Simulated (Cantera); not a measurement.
A closed system holds: 1 mol LiOH, 0.12 mol H2O.

These are equilibrium values from Cantera (NASA tables, ideal gas, pure condensed phases), not measurements of a reactor. Candidate condensed phases: H2O, Li, LiH, LiOH, Li2O; 17 gas species. The numbers say what is thermodynamically allowed, not how fast it happens.

Stable condensed phases, one row left out:

```
T in K \ P in Pa
              10      36     130     460    1700    6000   22000   77000  280000 1000000
   2198        A       A       A       A       A       A       A       B       B       B
   2098        A       A       A       A       A       A       A       B       B       C
   1998        A       A       A       A       A       A       B       B       B       C
   1898        A       A       A       A       A       B       B       B       B       C
   1798        A       A       A       A       A       B       B       B       B       C
   1698        A       A       A       A       B       B       B       B       C       C
   1598        A       A       B       B       B       B       B       B       C       C
   1398        B       B       B       B       B       B       B       B       C       C
   1298        B       B       B       B       B       B       B       B       C       C
   1198        B       B       B       B       B       B       B       C       C       C
   1098        B       B       B       B       B       B       B       C       C       C
    998        B       B       B       B       B       B       C       C       C       C
    898        B       B       B       B       B       B       C       C       C       C
```

A: gas only; B: Li2O; C: LiOH.

Q: Give the row for 1498 K.

A: 10: gas only; 36: Li2O; 130: Li2O; 460: Li2O; 1700: Li2O; 6000: Li2O; 22000: Li2O; 77000: Li2O; 280000: LiOH; 1000000: LiOH.
